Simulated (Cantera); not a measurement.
Formation from one mole of O₂

Source: NASA polynomial tables (part measured, part estimated), evaluated in Cantera. Values are per mole of reaction as written; species without (g) are pure solids or liquids, kept so even where they would boil at 1 bar.

1.333 Cr + O₂(g) → 0.6667 Cr₂O₃

```tsv
T (K)	ΔH° (kJ)	ΔS° (J/K)	ΔG° (kJ)	log10 K
475	-754.2	-176.8	-670.3	73.71
675	-752.1	-173.0	-635.3	49.16
875	-750.1	-170.4	-601.0	35.88
1075	-748.6	-168.8	-567.1	27.56
1275	-747.7	-168.1	-533.4	21.85
1475	-747.8	-168.1	-499.8	17.70
1675	-748.8	-168.7	-466.2	14.54
1875	-750.7	-169.8	-432.3	12.04
2075	-753.7	-171.3	-398.2	10.02
```

1.2 Ti + O₂(g) → 0.4 Ti₃O₅

```
T (K)  ΔH° (kJ)  ΔS° (J/K)  ΔG° (kJ)  log10 K  condensed phases
-----  --------  ---------  --------  -------  ----------------
475      -976.8     -174.4    -893.9    98.30   Ti(α), Ti₃O₅(s)
675      -974.9     -171.1    -859.4    66.50   Ti(α), Ti₃O₅(s)
875      -972.9     -168.6    -825.4    49.27   Ti(α), Ti₃O₅(s)
1075     -971.1     -166.7    -791.9    38.48   Ti(α), Ti₃O₅(s)
1275     -973.4     -168.8    -758.2    31.06   Ti(β), Ti₃O₅(s)
1475     -969.9     -166.2    -724.7    25.67   Ti(β), Ti₃O₅(s)
1675     -966.3     -163.9    -691.7    21.57   Ti(β), Ti₃O₅(s)
1875     -962.9     -162.0    -659.1    18.36   Ti(β), Ti₃O₅(s)
2075     -909.3     -136.3    -626.5    15.77   Ti(l), Ti₃O₅(l)
```

0.8 Ta + O₂(g) → 0.4 Ta₂O₅

```json
[
 {"T (K)": "475", "ΔH° (kJ)": "-817.1", "ΔS° (J/K)": "-177.7", "ΔG° (kJ)": "-732.7", "log10 K": "80.57", "condensed phases": "Ta(s), Ta₂O₅(s)"},
 {"T (K)": "675", "ΔH° (kJ)": "-814.7", "ΔS° (J/K)": "-173.5", "ΔG° (kJ)": "-697.6", "log10 K": "53.98", "condensed phases": "Ta(s), Ta₂O₅(s)"},
 {"T (K)": "875", "ΔH° (kJ)": "-811.9", "ΔS° (J/K)": "-169.9", "ΔG° (kJ)": "-663.2", "log10 K": "39.59", "condensed phases": "Ta(s), Ta₂O₅(s)"},
 {"T (K)": "1075", "ΔH° (kJ)": "-808.8", "ΔS° (J/K)": "-166.7", "ΔG° (kJ)": "-629.6", "log10 K": "30.59", "condensed phases": "Ta(s), Ta₂O₅(s)"},
 {"T (K)": "1275", "ΔH° (kJ)": "-805.5", "ΔS° (J/K)": "-163.9", "ΔG° (kJ)": "-596.5", "log10 K": "24.44", "condensed phases": "Ta(s), Ta₂O₅(s)"},
 {"T (K)": "1475", "ΔH° (kJ)": "-802.1", "ΔS° (J/K)": "-161.4", "ΔG° (kJ)": "-564.0", "log10 K": "19.97", "condensed phases": "Ta(s), Ta₂O₅(s)"},
 {"T (K)": "1675", "ΔH° (kJ)": "-798.7", "ΔS° (J/K)": "-159.3", "ΔG° (kJ)": "-532.0", "log10 K": "16.59", "condensed phases": "Ta(s), Ta₂O₅(s)"},
 {"T (K)": "1875", "ΔH° (kJ)": "-795.4", "ΔS° (J/K)": "-157.4", "ΔG° (kJ)": "-500.3", "log10 K": "13.94", "condensed phases": "Ta(s), Ta₂O₅(s)"},
 {"T (K)": "2075", "ΔH° (kJ)": "-743.7", "ΔS° (J/K)": "-132.2", "ΔG° (kJ)": "-469.4", "log10 K": "11.82", "condensed phases": "Ta(s), Ta₂O₅(l)"}
]
```

0.8 Nb + O₂(g) → 0.4 Nb₂O₅

```
T (K)  ΔH° (kJ)  ΔS° (J/K)  ΔG° (kJ)  log10 K  condensed phases
-----  --------  ---------  --------  -------  ----------------
475      -758.6     -176.3    -674.9    74.21   Nb(s), Nb₂O₅(s)
675      -756.4     -172.5    -640.0    49.53   Nb(s), Nb₂O₅(s)
875      -754.0     -169.3    -605.8    36.17   Nb(s), Nb₂O₅(s)
1075     -751.4     -166.6    -572.2    27.81   Nb(s), Nb₂O₅(s)
1275     -748.8     -164.4    -539.1    22.09   Nb(s), Nb₂O₅(s)
1475     -746.3     -162.6    -506.5    17.93   Nb(s), Nb₂O₅(s)
1675     -743.9     -161.1    -474.1    14.78   Nb(s), Nb₂O₅(s)
1875     -698.0     -135.4    -444.1    12.37   Nb(s), Nb₂O₅(l)
2075     -691.5     -132.1    -417.4    10.51   Nb(s), Nb₂O₅(l)
```
